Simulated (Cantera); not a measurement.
Charge: 1 mol C, 0.31 mol NH3, a varied amount of H2, at 10.0 mbar.

Equilibrium computed with Cantera from the NASA thermochemical tables; the gas is ideal and each condensed phase is pure. Candidate condensed phases: C, C6H6, C7H8, C8H18; 92 gas species. Rates play no part.

Stable condensed phases, one row left out:

```
T in K \ n(H2) in mol
         4.6 5.7   7 8.6  11  13  16  20
   2773    A   A   A   A   A   A   B   B
   2673    A   A   A   A   A   A   A   A
   2623    A   A   A   A   A   A   A   A
   2573    A   A   A   A   A   A   A   A
   2523    A   A   A   A   A   A   A   A
   2473    A   A   A   A   A   A   A   A
   2423    A   A   A   A   A   A   A   A
   2373    A   A   A   A   A   A   A   A
   2323    A   A   A   A   A   A   A   A
   2273    A   A   A   A   A   A   A   A
   2223    A   A   A   A   A   A   A   A
   2173    A   A   A   A   A   A   A   A
```

A: C; B: gas only.

### Question
Give the row for 2723 K.

### Answer
4.6: C; 5.7: C; 7: C; 8.6: C; 11: C; 13: C; 16: C; 20: gas only.
